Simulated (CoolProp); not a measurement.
R1233zd(E) along the isobar 9.32 bar: Z from the reference equation and from simpler models built on Tc = 165.7 °C, pc = 35.83 bar, ω = 0.304; each cubic takes its own stable root.

Model: reference Helmholtz-energy equation of state, Akasaka 2022, in CoolProp.

```csv
T (°C),phase,reference,van der Waals,Soave-Redlich-Kwong
-34.85,liquid,0.04387,0.07463,0.04900
-26.85,liquid,0.04297,0.07301,0.04792
-18.95,liquid,0.04215,0.07155,0.04695
-11.05,liquid,0.04141,0.07022,0.04607
-3.15,liquid,0.04072,0.06902,0.04528
4.85,liquid,0.04009,0.06792,0.04456
12.75,liquid,0.03953,0.06695,0.04394
20.65,liquid,0.03903,0.06610,0.04339
28.65,liquid,0.03857,0.06536,0.04292
36.55,liquid,0.03818,0.06475,0.04254
44.45,liquid,0.03784,0.06425,0.04224
52.45,liquid,0.03756,0.8114,0.04202
60.35,liquid,0.03734,0.8242,0.04190
68.25,liquid,0.03719,0.8356,0.04188
76.25,liquid,0.03710,0.8461,0.04198
```

At some of these states van der Waals gives the other phase, because its saturation line lies elsewhere.
